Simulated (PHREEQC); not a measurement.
PHREEQC input (Pitzer model, pitzer.dat):

```
SOLUTION 1
  temp 25
  units mol/kgw
  pH 7 charge
  S(6) 0.22
  Na 0.7033
  C(4) 0.237
  Cl 0.0563
  K 0.047
END
USE solution 1
INCREMENTAL_REACTIONS false
REACTION 1
  H2O -1
  0 9.886 18.011 24.689 30.178 34.689 38.397 41.444
  43.949 46.007 47.699 49.089 50.232 51.172 51.944 52.578
  53.1 53.528 53.88 54.17 54.408 moles
EQUILIBRIUM_PHASES 1
  Arcanite 0 0
  Burkeite 0 0
  Glaserite 0 0
  Halite 0 0
  Kalicinite 0 0
  Mirabilite 0 0
  Misenite 0 0
  Nahcolite 0 0
  Natron 0 0
  Sylvite 0 0
  Thenardite 0 0
  Trona 0 0
SELECTED_OUTPUT 1
  -reset false
  -pH true
  -pe true
  -ionic_strength true
  -water true
  -activities H2O
  -totals C Cl K Na S
  -molalities H+ Na+ K+ Cl- CO3-2 SO4-2 OH- HCO3- CO2 HSO4-
  -equilibrium_phases Arcanite Burkeite Glaserite Halite Kalicinite Mirabilite Misenite Nahcolite Natron Sylvite
    Thenardite Trona
PRINT
  -reset false
END
```

Selected output (columns that matter, 21 of 21 rows; water left (kg) added in front):

```
water left (kg)	pH	mu	C	Cl	K	Na	S	m_H+	la_H2O	Glaserite	Mirabilite	Nahcolite	Thenardite	Trona
1	8.5346	0.98796	0.237	0.0563	0.047	0.7033	0.22	5.7254e-09	-0.0075741	0	0	0	0	0
0.821894	8.5012	1.202	0.28836	0.0685	0.057185	0.85571	0.26767	6.3228e-09	-0.0090808	0	0	0	0	0
0.675513	8.4659	1.4625	0.35084	0.083344	0.069577	1.0411	0.32568	6.9747e-09	-0.010881	0	0	0	0	0
0.555202	8.4286	1.7794	0.42687	0.1014	0.084654	1.2667	0.39625	7.6687e-09	-0.013035	0	0	0	0	0
0.456312	8.3892	2.165	0.51938	0.12338	0.103	1.5413	0.48213	8.377e-09	-0.015613	0	0	0	0	0
0.375041	8.348	2.634	0.63193	0.15012	0.12532	1.8753	0.5866	9.0484e-09	-0.018711	0	0	0	0	0
0.308237	8.3053	3.2048	0.76889	0.18265	0.15248	2.2817	0.71374	9.5997e-09	-0.022447	0	0	0	0	0
0.253342	8.2618	3.899	0.9355	0.22223	0.18552	2.7761	0.86839	9.9095e-09	-0.026978	0	0	0	0	0
0.208209	8.296	4.6061	1.001	0.2704	0.22574	3.2406	1.0566	8.4505e-09	-0.031075	0	0	0.028589	0	0
0.171129	8.3894	5.3642	0.97883	0.32899	0.27465	3.7037	1.2856	6.1636e-09	-0.035143	0	0	0.069494	0	0
0.140644	8.4888	6.2943	0.95895	0.4003	0.33418	4.2744	1.5642	4.2076e-09	-0.040473	0	0	0.10213	0	0
0.115601	8.5951	7.4335	0.94272	0.48702	0.40657	4.9764	1.9031	2.6229e-09	-0.047556	0	0	0.12802	0	0
0.0950087	8.7101	8.8291	0.93174	0.59258	0.49469	5.8397	2.3156	1.4401e-09	-0.057145	0	0	0.14848	0	0
0.0689785	8.8856	9.6421	0.96029	0.8162	0.68137	6.2566	2.4575	7.0965e-10	-0.065681	0	0.050483	0.17076	0	0
0.0474201	9.1114	10.882	1.0116	1.1873	0.9553	6.9129	2.6555	2.5563e-10	-0.0805	0.00056645	0.092945	0.18903	0	0
0.0341113	9.3036	11.412	1.0571	1.6505	0.87832	7.4664	2.5694	1.3468e-10	-0.093973	0.0056798	0.10342	0.20094	0.017578	0
0.0341113	9.3036	11.412	1.0571	1.6505	0.87832	7.4664	2.5694	1.3468e-10	-0.093973	0.0056798	0.051217	0.20094	0.069778	0
0.0341113	9.3036	11.412	1.0571	1.6505	0.87832	7.4664	2.5694	1.3468e-10	-0.093973	0.0056798	0.0084171	0.20094	0.11258	0
0.029286	9.3895	11.196	1.098	1.9224	0.8695	7.4075	2.3381	1.1344e-10	-0.09756	0.0071786	0	0.20484	0.13717	0
0.0240614	9.5057	10.933	1.1663	2.3398	0.86282	7.3588	2.0045	8.807e-11	-0.1036	0.0087464	0	0.20894	0.15428	0
0.0196252	9.5018	10.47	1.0568	2.8688	0.87794	7.1917	1.7438	8.2861e-11	-0.10889	0.0099234	0	0.20802	0.16593	0.0041193
```
